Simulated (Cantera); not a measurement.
## Adiabatic ignition

An adiabatic, constant-volume homogeneous reactor starts with 22.7 % CH3OH, 16.2 % O2, 61.1 % N2, equivalence ratio 2.1, at 1125 K and 1.00 atm.

Model: GRI-Mech 3.0 (53 species, 325 reactions), integrated in Cantera. GRI-Mech 3.0 was tuned for natural gas; its chemistry of methanol as a main component is partial and can be far from experiment.

```csv
t (s),T (K),P (bar),x CH3OH,x O2,x HO2,x N2O,x CH2CO,x CO2
2.00e-6,1125,1.01,0.227,0.162,1.94e-9,<1e-12,<1e-12,1.78e-10
4.86e-6,1125,1.01,0.227,0.162,5.56e-9,<1e-12,<1e-12,4.45e-10
1.18e-5,1125,1.01,0.227,0.162,1.49e-8,<1e-12,<1e-12,1.09e-9
2.87e-5,1125,1.01,0.227,0.162,4.00e-8,<1e-12,<1e-12,2.67e-9
6.97e-5,1125,1.01,0.227,0.162,1.06e-7,<1e-12,<1e-12,6.50e-9
0.000169,1125,1.01,0.227,0.162,2.74e-7,<1e-12,<1e-12,1.58e-8
0.000412,1125,1.01,0.227,0.162,6.80e-7,<1e-12,<1e-12,3.84e-8
0.00100,1125,1.01,0.227,0.162,1.65e-6,1.63e-12,<1e-12,9.34e-8
0.00243,1125,1.01,0.227,0.162,3.83e-6,9.39e-12,<1e-12,2.27e-7
0.00590,1125,1.01,0.227,0.162,8.43e-6,5.17e-11,<1e-12,5.53e-7
0.0143,1125,1.01,0.227,0.162,2.14e-5,2.90e-10,1.01e-12,1.37e-6
0.0349,2570,3.01,<1e-12,5.86e-5,7.06e-8,2.35e-8,<1e-12,0.0349
0.0847,2570,3.01,<1e-12,5.83e-5,7.03e-8,2.49e-8,<1e-12,0.0349
0.206,2570,3.01,<1e-12,5.83e-5,7.03e-8,2.49e-8,<1e-12,0.0349
0.500,2570,3.01,<1e-12,5.83e-5,7.03e-8,2.49e-8,<1e-12,0.0349
```
x: mole fraction; the columns are a selection and need not sum to one.

```
Property                                                             Value
---------------------------------  ---------------------------------------
time of steepest temperature rise                                  29.7 ms
temperature at 0.500 s                                              2570 K
equilibrium temperature                                             2570 K
x(CH3OH) at 0.500 s                  <1e-12 (gas-phase equilibrium <1e-12)
x(O2) at 0.500 s                   5.83e-5 (gas-phase equilibrium 5.83e-5)
x(HO2) at 0.500 s                  7.03e-8 (gas-phase equilibrium 7.03e-8)
```
